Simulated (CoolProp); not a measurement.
Vapour-liquid equilibrium of ethane (1) + C2F6 (R116) (2) at 226.1 K; x and y are mole fractions of (1).

Values from CoolProp's multi-fluid Helmholtz-energy mixture model, Bücker 2006 and Lemmon 2006; pair parameters Bell 2016.

```json
[
 {"x": "0.05", "bubble pressure (bar)": "4.700", "y at the bubble point": "0.144", "dew pressure at overall composition x (bar)": "4.330", "liquid density (mol/L)": "10.69"},
 {"x": "0.2", "bubble pressure (bar)": "6.089", "y at the bubble point": "0.410", "dew pressure at overall composition x (bar)": "4.945", "liquid density (mol/L)": "11.15"},
 {"x": "0.35", "bubble pressure (bar)": "6.948", "y at the bubble point": "0.542", "dew pressure at overall composition x (bar)": "5.724", "liquid density (mol/L)": "11.69"},
 {"x": "0.5", "bubble pressure (bar)": "7.354", "y at the bubble point": "0.614", "dew pressure at overall composition x (bar)": "6.675", "liquid density (mol/L)": "12.35"},
 {"x": "0.65", "bubble pressure (bar)": "7.486", "y at the bubble point": "0.666", "dew pressure at overall composition x (bar)": "7.466", "liquid density (mol/L)": "13.20"},
 {"x": "0.8", "bubble pressure (bar)": "7.394", "y at the bubble point": "0.730", "dew pressure at overall composition x (bar)": "7.113", "liquid density (mol/L)": "14.30"},
 {"x": "0.95", "bubble pressure (bar)": "6.702", "y at the bubble point": "0.883", "dew pressure at overall composition x (bar)": "6.368", "liquid density (mol/L)": "15.68"}
]
```

y crosses x between x = 0.65 and 0.8: the model has an azeotrope there.

Pair parameters are fitted to limited data, so mixtures are less certain than the pure fluids.
